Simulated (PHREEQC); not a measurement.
Make-up at 20 °C: 2.5 mol/kgw KCl, 0.16 mol/kgw K2SO4 and 3.5 mol/kgw MgCl2. Closed to the air; pH follows from the charge balance.

Model: Pitzer model, pitzer.dat, run in PHREEQC.

Question: The ionic strength comes out as 13.5 mol/kgw. What activity coefficients do K+, SO4-2, Cl-, MgOH+, Mg+2 get?

Answer: K+ 1.4, SO4-2 0.0014, Cl- 0.85, MgOH+ 1.4, Mg+2 240. Single-ion values are on the MacInnes scale.

Precipitation was switched off in this run. The solution is supersaturated, for example in Sylvite, Carnallite, so a real one may precipitate; this is no full list. Species that the database lacks are ignored.
